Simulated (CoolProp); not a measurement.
Ethylbenzene along the isobar 50.2 bar: Z from the reference equation and from simpler models built on Tc = 617.1 K, pc = 36.22 bar, ω = 0.304; each cubic takes its own stable root.

Computed with CoolProp (reference Helmholtz-energy equation of state, Zhou 2012).

| T (K) | phase | reference | van der Waals | Soave-Redlich-Kwong | Peng-Robinson |
|---|---|---|---|---|---|
| 274.5 | liquid | 0.2635 | 0.4549 | 0.3023 | 0.2695 |
| 310 | liquid | 0.2415 | … | 0.2747 | 0.2445 |
| 345.5 | liquid | 0.2248 | 0.3819 | 0.2540 | 0.2257 |
| 380.9 | liquid | … | 0.3576 | 0.2385 | 0.2116 |
| 416.4 | liquid | 0.2022 | 0.3388 | 0.2272 | 0.2014 |
| 451.9 | liquid | 0.1953 | 0.3248 | … | 0.1946 |
| 487.3 | liquid | 0.1909 | 0.3152 | 0.2163 | 0.1914 |
| 522.8 | liquid | 0.1895 | 0.3100 | 0.2174 | 0.1924 |

### Question
Fill in the missing entries.

### Answer

- 310, van der Waals: 0.4136
- 380.9, reference: 0.2119
- 451.9, Soave-Redlich-Kwong: 0.2198
